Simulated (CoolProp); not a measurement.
Saturation properties of hydrogen sulfide.

Values from CoolProp's reference Helmholtz-energy equation of state, Lemmon 2006. It is a short technical equation, of lower accuracy than the large ones.

```json
[
 {"T (°C)": "11.45", "p (bar)": "14.24", "vapour density (kg/m³)": "23.94", "liquid viscosity (µPa s)": "141"},
 {"T (°C)": "16.05", "p (bar)": "16.09", "vapour density (kg/m³)": "27.00", "liquid viscosity (µPa s)": "135"},
 {"T (°C)": "20.65", "p (bar)": "18.11", "vapour density (kg/m³)": "30.38", "liquid viscosity (µPa s)": "129"},
 {"T (°C)": "25.35", "p (bar)": "20.35", "vapour density (kg/m³)": "34.19", "liquid viscosity (µPa s)": "124"},
 {"T (°C)": "29.95", "p (bar)": "22.73", "vapour density (kg/m³)": "38.29", "liquid viscosity (µPa s)": "119"},
 {"T (°C)": "34.65", "p (bar)": "25.36", "vapour density (kg/m³)": "42.93", "liquid viscosity (µPa s)": "114"},
 {"T (°C)": "39.25", "p (bar)": "28.15", "vapour density (kg/m³)": "47.93", "liquid viscosity (µPa s)": "109"},
 {"T (°C)": "43.85", "p (bar)": "31.15", "vapour density (kg/m³)": "53.47", "liquid viscosity (µPa s)": "104"},
 {"T (°C)": "48.55", "p (bar)": "34.45", "vapour density (kg/m³)": "59.75", "liquid viscosity (µPa s)": "99.0"},
 {"T (°C)": "53.15", "p (bar)": "37.92", "vapour density (kg/m³)": "66.59", "liquid viscosity (µPa s)": "94.3"},
 {"T (°C)": "57.85", "p (bar)": "41.72", "vapour density (kg/m³)": "74.41", "liquid viscosity (µPa s)": "89.5"}
]
```

It boils at -60.3 °C under 1 atm.

Viscosity comes from a separate model (Quiñones-Cisneros 2012).
